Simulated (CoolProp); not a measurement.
Vapour-liquid equilibrium of R134a (1) + isobutane (2) at 8.65 bar; x and y are mole fractions of (1).

The numbers come from the multi-fluid Helmholtz-energy mixture model, Tillner-Roth 1994 and Bücker 2006; pair parameters Bell 2016 in CoolProp.

```tsv
x	bubble temperature (K)	y at the bubble point	dew temperature at overall composition x (K)	liquid density (mol/L)
0.05	324.6	0.187	330.8	8.875
0.125	316.2	0.361	327.4	9.117
0.2	311.2	0.463	324.0	9.297
0.275	308.1	0.528	320.5	9.447
0.35	306.1	0.572	316.8	9.587
0.425	304.8	0.606	313.1	9.732
0.5	303.9	0.635	309.4	9.890
0.575	303.3	0.661	305.9	10.07
0.65	302.9	0.690	303.5	10.27
0.725	302.8	0.723	302.8	10.50
0.8	303.0	0.765	303.4	10.76
0.875	303.7	0.825	304.6	11.03
0.95	305.4	0.914	306.1	11.30
```

y crosses x between x = 0.65 and 0.725: the model has an azeotrope there.

The pair parameters rest on a limited set of measurements; away from them the model extrapolates. With so large a gap from Raoult's law the liquid may split in two, which this calculation doesn't test in full.
